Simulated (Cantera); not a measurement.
## Ammonia decomposition in nitride growth gas

An isothermal, constant-pressure homogeneous reactor starts with NH3 : N2 = 1 : 1.9 (molar parts), at 1675 K and 110000 Pa.

Detailed kinetics in Cantera: the gas-phase N/H chemistry of the illustrative SiF4/NH3 mechanism in the Surface Chemkin manual (1991). Walls and surfaces, which speed up NH3 decomposition in real reactors, are not modelled.

```csv
t (s),x NH3,x N2H4,x N2,x H,x NH
9.00e-5,0.345,1.28e-9,0.655,1.41e-8,4.14e-9
0.000304,0.345,1.43e-8,0.655,1.67e-8,5.18e-8
0.00103,0.345,1.02e-7,0.655,4.05e-8,2.64e-7
0.00347,0.344,1.58e-7,0.655,1.17e-7,3.72e-7
0.0117,0.343,1.53e-7,0.655,3.45e-7,4.00e-7
0.0397,0.337,1.42e-7,0.654,1.08e-6,4.66e-7
0.134,0.321,1.21e-7,0.652,3.36e-6,5.54e-7
0.453,0.274,8.82e-8,0.647,9.89e-6,5.78e-7
1.53,0.177,4.24e-8,0.636,2.49e-5,4.68e-7
5.18,0.0718,9.10e-9,0.624,4.63e-5,2.55e-7
17.5,0.0199,8.70e-10,0.618,6.16e-5,8.91e-8
59.2,0.00517,6.43e-11,0.616,6.72e-5,2.53e-8
200,0.00143,5.01e-12,0.616,6.87e-5,7.16e-9
```
x: mole fraction; the columns are a selection and need not sum to one.

Equilibrium at this temperature and pressure: NH3 7.86e-6, N2H4 <1e-12, N2 0.615, H 6.91e-5, NH 3.95e-11 (gas phase only).
